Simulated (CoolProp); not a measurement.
A Linde-Hampson liquefier for ethane: isothermal reversible compression at 320 K from 1 atm to 40 MPa, throttling to 1 atm, return gas leaving the recuperator 0 K below the feed. Each further row changes one setting.

Values from CoolProp's reference Helmholtz-energy equation of state, Bücker 2006.

```csv
case,liquid yield per pass,compression work (kJ/kg of gas)
as stated,0.461,414
high pressure 80 MPa,0.410,499
warm-end temperature 350 K,0.392,482
warm-end gap 5 K,0.454,414
```
